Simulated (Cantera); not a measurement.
Charge: 1 mol Fe, 0.019 mol HCl, 0.71 mol N2, held at 1252 °C and 24.0 mbar.

Method: chemical equilibrium by Gibbs-energy minimisation in Cantera with the NASA 1993 tables (ideal gas, pure condensed phases). Candidate condensed phases: Fe, FeCl2, FeCl3, NH4Cl; 18 gas species. Rates play no part.

Q: What is the equilibrium state?

A: 
- x(N2): 0.974
- x(HCl): 0.00940
- x(FeCl2): 0.00832
- x(H2): 0.00832
- x(H): 1.39e-5
- x(Cl): 1.26e-5
- x(Fe): 1.05e-5
- n(Fe(γ)): 0.994 mol
- gas amount: 0.7290 mol
- log10 activity of FeCl2(l) (absent): -4.39
